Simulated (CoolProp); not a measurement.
Properties of R141b along the isobar 5.09 MPa (Tc = 204.4 °C, pc = 4.212 MPa, ω = 0.220).

Model: reference Helmholtz-energy equation of state, Lemmon 2006, in CoolProp. It is a short technical equation, of lower accuracy than the large ones.

| T (°C) | phase | Z | Joule-Thomson coefficient (K/MPa) |
|---|---|---|---|
| 12.35 | liquid | 0.1979 | -0.4120 |
| 30.15 | liquid | 0.1912 | -0.3806 |
| 47.95 | liquid | 0.1857 | -0.3418 |
| 65.75 | liquid | 0.1813 | -0.2938 |
| 83.55 | liquid | 0.1779 | -0.2336 |
| 101.35 | liquid | 0.1755 | -0.1561 |
| 119.15 | liquid | 0.1743 | -0.05274 |
| 136.95 | liquid | 0.1745 | 0.09210 |
| 154.75 | liquid | 0.1764 | 0.3104 |
| 172.55 | liquid | 0.1811 | 0.6796 |
| 190.25 | liquid | 0.1912 | 1.448 |
